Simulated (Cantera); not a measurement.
Feed: 1 mol B, 0.017 mol H2O, 0.22 mol H2, held at 1125 °C and 101000 Pa.

Cantera equilibrium calculation (NASA polynomials, part measured and part estimated; ideal gas, pure solids and liquids). Candidate condensed phases: B, B2O3, B3O3H3, H2O; 23 gas species. Mutual solubility and eutectic melting of coexisting phases are not modelled. Kinetics and transport are ignored.

Base state: H2 0.992, B3O3H3 0.00693, HBO 0.00108, HBO2 2.11e-5, B2O2 1.18e-5 (mole fractions); condensed: B(s) + B2O3(l).

Task: What changes in the equilibrium state with this change: B replaced by Fe2O3?

Result: 
```csv
species,before,after
H2O,5.37e-6,1.000
O2,<1e-9,0.000342
H2,0.992,2.36e-5
B3O3H3,0.00693,0
HBO,0.00108,0
HBO2,2.11e-5,0
OH,<1e-9,1.91e-5
B2O2,1.18e-5,0
"B(s), mol",0.987,0
"B2O3(l), mol",0.00394,0
"Fe2O3(s), mol",0,0.340
"Fe3O4(s), mol",0,0.440
```
Further candidate phases: Fe, FeO, Fe(OH)2, Fe(OH)3, Fe2O3, Fe3O4.

Task: What changes in the equilibrium state with this change: B replaced by Si?

Result: 
```csv
species,before,after
H2,0.992,1.000
SiO,0,6.96e-5
B3O3H3,0.00693,0
HBO,0.00108,0
HBO2,2.11e-5,0
B2O2,1.18e-5,0
"B(s), mol",0.987,0
"B2O3(l), mol",0.00394,0
"Si(s), mol",0,0.991
"SiO2(β-quartz), mol",0,0.00849
```
The tables hold silica as quartz up to 1696 K and as liquid above; real silica turns to tridymite and cristobalite and melts near 1996 K. Further candidate phases: Si, SiO2.
